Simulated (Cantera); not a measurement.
**MgO + H2S + CO2 (roasting and sulfation)**

Input: 1 mol MgO, 0.49 mol H2S, 1.9 mol CO2, at 623.15 K and 1.00 bar.

Equilibrium computed with Cantera from the NASA thermochemical tables; the gas is ideal and each condensed phase is pure. Candidate condensed phases: C, C6H6, C7H8, C8H18, H2O, H2SO4, Mg, MgCO3, MgO, Mg(OH)2, MgS, MgSO4, S; 130 gas species. Gases not in the tables: S3 to S7. Rates play no part.

- x(CO2) = 0.628
- x(H2S) = 0.333
- x(H2O) = 0.0196
- x(COS) = 0.0189
- x(CO) = 0.000374
- x(H2) = 0.000247
- x(S2) = 0.000238
- x(CS2) = 0.000136
- x(S8) = 1.81e-5
- n(MgCO3(s)) = 1.00 mol
- gas amount = 1.390 mol
- log10 activity of S(l) (absent) = -0.46
- log10 activity of C(graphite) (absent) = -1.45
- log10 activity of H2SO4(l) (absent) = -21.02
